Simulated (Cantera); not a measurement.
Input (Python, Cantera):

```python
import numpy as np
import cantera as ct

gas = ct.Solution("gri30.yaml")
gas.TPX = 1050, 1333, {'H2': 0.038, 'O2': 1}
inlet = ct.Reservoir(gas, clone=True)

reactor = ct.IdealGasConstPressureReactor(gas, energy="off", clone=False)
exhaust = ct.Reservoir(gas, clone=True)
tau = [1, 0.49, 0.23, 0.11, 0.052, 0.024, 0.012, 0.0054][0]
for a, b in ((inlet, reactor), (reactor, exhaust)):
    ct.MassFlowController(a, b, mdot=lambda t: reactor.mass / tau)
net = ct.ReactorNet([reactor])
show = ['H2', 'O2', 'HO2', 'H2O2', 'H']

rows = []
print(f"{'tau/s':>10s}{'T/K':>9s}" + "".join(f"{s:>11s}" for s in show))
for tau in [1, 0.49, 0.23, 0.11, 0.052, 0.024, 0.012, 0.0054]:
    net.initial_time = 0.0
    net.advance(30 * tau)
    before = gas.X
    net.advance(40 * tau)
    drift = np.max(np.abs(gas.X - before) / (gas.X + 1e-9))
    rows.append([gas.T, *gas[show].X, drift])
    print(f"{tau:10.3e}{gas.T:9.1f}" + "".join(f"{x:11.3e}" for x in gas[show].X))
```

It prints:

```
     tau/s      T/K         H2         O2        HO2       H2O2          H
 1.000e+00   1050.0  2.539e-04  9.608e-01  2.077e-06  7.404e-08  1.361e-04
 4.900e-01   1050.0  3.800e-04  9.598e-01  2.570e-06  8.272e-08  2.682e-04
 2.300e-01   1050.0  5.835e-04  9.583e-01  3.142e-06  9.317e-08  5.383e-04
 1.100e-01   1050.0  8.919e-04  9.562e-01  3.721e-06  1.052e-07  1.025e-03
 5.200e-02   1050.0  1.388e-03  9.535e-01  4.284e-06  1.202e-07  1.867e-03
 2.400e-02   1050.0  2.230e-03  9.503e-01  4.786e-06  1.406e-07  3.175e-03
 1.200e-02   1050.0  3.481e-03  9.478e-01  5.123e-06  1.654e-07  4.612e-03
 5.400e-03   1050.0  5.966e-03  9.463e-01  5.338e-06  2.038e-07  6.084e-03
```

Cantera simulation using GRI-Mech 3.0 (53 species, 325 reactions); the numbers are that mechanism's predictions, not measurements. Radical loss at walls, strong at low pressure, is not modelled. The temperature is held fixed by assumption; the heat of reaction is taken as removed at once.
